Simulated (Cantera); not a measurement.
An isothermal, constant-pressure homogeneous reactor starts with CO : O2 : H2O : N2 = 0.0016 : 0.099 : 0.062 : 1 (molar parts), at 1500 K and 9.87 atm. Integrator tolerance rtol = 1e-08.

Cantera simulation using GRI-Mech 3.0 (53 species, 325 reactions); the numbers are that mechanism's predictions, not measurements.

### Question
What does this change do: temperature 1500 to 1000 K?

### Answer
```json
[
 {"quantity": "x(CO) at 2.00 s", "before": "7.38e-9 (gas-phase equilibrium 7.40e-9)", "after": "0.000740 (gas-phase equilibrium <1e-12)"},
 {"quantity": "x(O2) at 2.00 s", "before": "0.0845 (gas-phase equilibrium 0.0841)", "after": "0.0849 (gas-phase equilibrium 0.0845)"},
 {"quantity": "x(H2O) at 2.00 s", "before": "0.0534 (gas-phase equilibrium 0.0534)", "after": "0.0533 (gas-phase equilibrium 0.0534)"},
 {"quantity": "x(HO2) at 2.00 s", "before": "1.27e-7 (gas-phase equilibrium 1.27e-7)", "after": "5.19e-7 (gas-phase equilibrium 6.11e-10)"},
 {"quantity": "x(OH) at 2.00 s", "before": "2.57e-5 (gas-phase equilibrium 2.56e-5)", "after": "7.64e-9 (gas-phase equilibrium 3.77e-8)"},
 {"quantity": "x(NO) at 2.00 s", "before": "3.67e-7 (gas-phase equilibrium 0.000813)", "after": "<1e-12 (gas-phase equilibrium 2.09e-5)"},
 {"quantity": "x(O) at 2.00 s", "before": "3.75e-7 (gas-phase equilibrium 3.74e-7)", "after": "4.21e-10 (gas-phase equilibrium 1.45e-11)"}
]
```
